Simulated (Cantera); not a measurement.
Input: 1 mol Si, 2.5 mol NF₃, 36 mol N₂, at 1.70 mbar.

Method: chemical equilibrium by Gibbs-energy minimisation in Cantera with the NASA 1993 tables (ideal gas, pure condensed phases). Candidate condensed phases: Si, Si₃N₄; 16 gas species. The numbers say what is thermodynamically allowed, not how fast it happens.

x: gas mole fraction; nothing condenses.

| T (°C) | x N₂ | x F | x F₂ | x SiF₄ | x NF₃ | x NF₂ |
|---|---|---|---|---|---|---|
| 475 | 0.924 | 0.0159 | 0.0343 | 0.0248 | 0.000824 | 1.38e-8 |
| 500 | 0.921 | 0.0232 | 0.0311 | 0.0247 | 0.000361 | 1.49e-8 |
| 525 | 0.916 | 0.0320 | 0.0268 | 0.0246 | 0.000152 | 1.52e-8 |
| 550 | 0.912 | [?] | [?] | 0.0245 | [?] | 1.44e-8 |
| 575 | 0.907 | 0.0521 | 0.0165 | 0.0243 | 2.30e-5 | 1.26e-8 |
| 600 | 0.903 | 0.0613 | 0.0118 | 0.0242 | 8.12e-6 | 1.03e-8 |
| 625 | 0.899 | 0.0687 | 0.00789 | 0.0241 | 2.70e-6 | 7.86e-9 |
| 650 | 0.897 | 0.0741 | 0.00506 | 0.0241 | 8.65e-7 | 5.70e-9 |
| 675 | 0.895 | 0.0778 | 0.00316 | 0.0240 | 2.74e-7 | 4.01e-9 |
| 700 | 0.894 | 0.0801 | [?] | 0.0240 | [?] | [?] |
| 725 | 0.893 | 0.0815 | 0.00122 | 0.0240 | 2.88e-8 | 1.93e-9 |
| 750 | 0.893 | 0.0824 | 0.000767 | 0.0240 | 9.81e-9 | 1.34e-9 |
| 775 | 0.893 | 0.0829 | 0.000489 | 0.0240 | 3.48e-9 | 9.42e-10 |
| 800 | 0.892 | 0.0832 | 0.000317 | 0.0240 | 1.29e-9 | 6.70e-10 |

**Question.** Fill in the missing entries.

**Answer.** 
- 700, x F₂: 0.00196
- 700, x NF₃: 8.76e-8
- 700, x NF₂: 2.78e-9
- 550, x F: 0.0420
- 550, x F₂: 0.0218
- 550, x NF₃: 6.11e-5
